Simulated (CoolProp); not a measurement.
A Linde-Hampson liquefier for oxygen: isothermal reversible compression at 300 K from 1 atm to 40 MPa, throttling to 1 atm, return gas leaving the recuperator 0 K below the feed. Each further row changes one setting.

Values from CoolProp's reference Helmholtz-energy equation of state, Schmidt 1985.

```tsv
case	liquid yield per pass	compression work (kJ/kg of gas)
as stated	?	458
high pressure 80 MPa	?	?
warm-end temperature 330 K	?	?
warm-end gap 5 K	?	458
```

**Question.** Fill in the missing entries.

**Answer.** 
- as stated, liquid yield per pass: 0.155
- high pressure 80 MPa, liquid yield per pass: 0.156
- high pressure 80 MPa, compression work (kJ/kg of gas): 524
- warm-end temperature 330 K, liquid yield per pass: 0.120
- warm-end temperature 330 K, compression work (kJ/kg of gas): 510
- warm-end gap 5 K, liquid yield per pass: 0.146

Above 300 K oxygen's equation is extrapolated.
